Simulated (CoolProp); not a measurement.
Vapour-liquid equilibrium of propylene (1) + R114 (2) at 0.727 MPa; x and y are mole fractions of (1).

Model: multi-fluid Helmholtz-energy mixture model, Lemmon 2013 and Platzer 1990; pair parameters Bell 2016, in CoolProp. This equation is an older, rougher fit; its heat capacities, sound speeds and derivatives of the liquid may be far off and weren't checked against measurements.

**Question.** Give the bubble temperature and the first vapour's composition at x = 0.45, 0.55, 0.75. Is there an azeotrope?

**Answer.** x = 0.45: 299.4 K, y = 0.788; x = 0.55: 294.7 K, y = 0.841; x = 0.75: 287.7 K, y = 0.917. No azeotrope shows between x = 0.05 and 0.95.

Pair parameters are fitted to limited data, so mixtures are less certain than the pure fluids.
